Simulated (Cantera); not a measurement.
Gas activation for diamond growth

An isothermal, constant-pressure homogeneous reactor starts with CH4 : H2 : CO2 = 0.029 : 1 : 0.0064 (molar parts), at 2575 K and 0.0530 bar.

Cantera simulation using GRI-Mech 3.0 (53 species, 325 reactions); the numbers are that mechanism's predictions, not measurements. GRI-Mech 3.0 stops at C3 and has no aromatics, soot or wall deposition, so with more carbon than oxygen in the feed, carbon stays in small species such as C2H2 where larger ones or solid carbon would form.

```
t (s)        x CH4   x H2     x CO2     x CO    x HCO     x C2H  x H2O2
--------  --------  -----  --------  -------  -------  --------  ------
0.000500   0.00589  0.935  0.000291  0.00595  2.62e-7   2.55e-5  <1e-12
0.000946   0.00207  0.932   9.00e-6  0.00652  1.40e-7   4.09e-5  <1e-12
0.00179   0.000728  0.927   5.46e-6  0.00711  7.02e-8   5.10e-5  <1e-12
0.00339   0.000358  0.921   4.79e-6  0.00817  4.35e-8   5.79e-5  <1e-12
0.00642   0.000209  0.912   3.05e-6  0.00974  2.76e-8   6.43e-5  <1e-12
0.0121     8.41e-5  0.900   7.63e-7   0.0111  1.54e-8   7.39e-5  <1e-12
0.0230     1.67e-5  0.882   1.52e-8   0.0114  1.25e-8   9.08e-5  <1e-12
0.0435     6.51e-6  0.862  3.48e-11   0.0113  1.14e-8  0.000111  <1e-12
0.0823     4.82e-6  0.846  2.54e-11   0.0112  1.07e-8  0.000127  <1e-12
0.156      4.39e-6  0.841  2.31e-11   0.0111  1.05e-8  0.000133  <1e-12
0.295      4.35e-6  0.840  2.29e-11   0.0111  1.04e-8  0.000134  <1e-12
0.558      4.35e-6  0.840  2.29e-11   0.0111  1.04e-8  0.000134  <1e-12
1.06       4.35e-6  0.840  2.29e-11   0.0111  1.04e-8  0.000134  <1e-12
2.00       4.35e-6  0.840  2.29e-11   0.0111  1.04e-8  0.000134  <1e-12
```
x: mole fraction; the columns are a selection and need not sum to one.

Equilibrium at this temperature and pressure: CH4 4.40e-6, H2 0.840, CO2 2.32e-11, CO 0.0111, HCO 1.04e-8, C2H 0.000134, H2O2 <1e-12 (gas phase only).
